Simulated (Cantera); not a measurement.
Mixture: H₂ : O₂ : N₂ = 1 : 0.455 : 2.41 (molar parts), equivalence ratio 1.1, at 7500 Torr, adiabatic and at constant pressure. Ignition delay is the time to a rise of 400 K.

Model: GRI-Mech 3.0 (53 species, 325 reactions), integrated in Cantera. The hydrogen kinetics of GRI-Mech 3.0 are dated; newer H2 mechanisms differ, most at raised pressure. Below about 950 K walls govern HO2 and H2O2 in real vessels.

**Question.** What does this change do: O2 0.455 to 0.84 parts?

**Answer.** 
```csv
quantity,before,after
delay at 875 K,0.256 s,0.269 s
delay at 1075 K,1.74 ms,1.73 ms
delay at 1275 K,8.45 µs,6.06 µs
delay at 1475 K,2.03 µs,1.44 µs
delay at 1675 K,1.10 µs,0.776 µs
apparent activation energy between 1475 and 1675 K,63 kJ/mol,63 kJ/mol
```

**Question.** What does this change do: pressure from 7500 Torr to 16500 Torr?

**Answer.** 
| quantity | before | after |
|---|---|---|
| delay at 875 K | 0.256 s | 0.155 s |
| delay at 1075 K | 1.74 ms | 1.38 ms |
| delay at 1275 K | 8.45 µs | 30.0 µs |
| delay at 1475 K | 2.03 µs | 1.21 µs |
| delay at 1675 K | 1.10 µs | 0.507 µs |
| apparent activation energy between 1475 and 1675 K | 63 kJ/mol | 89 kJ/mol |
The pressure lies above the range GRI-Mech 3.0 was tuned for (to about 10 atm).
